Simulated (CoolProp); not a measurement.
Vapour-liquid equilibrium of R1234yf (1) + R152A (2) at 0.0138 bar; x and y are mole fractions of (1).

The numbers come from the multi-fluid Helmholtz-energy mixture model, Lemmon 2022 and Outcalt 1996; pair parameters Bell 2023 in CoolProp.

Q: Give the bubble temperature and the first vapour's composition at x = 0.275, 0.425, 0.65. Is there an azeotrope?

A: x = 0.275: 179.3 K, y = 0.416; x = 0.425: 178.5 K, y = 0.547; x = 0.65: 177.8 K, y = 0.721. No azeotrope shows between x = 0.05 and 0.95.

The pair parameters rest on a limited set of measurements; away from them the model extrapolates.
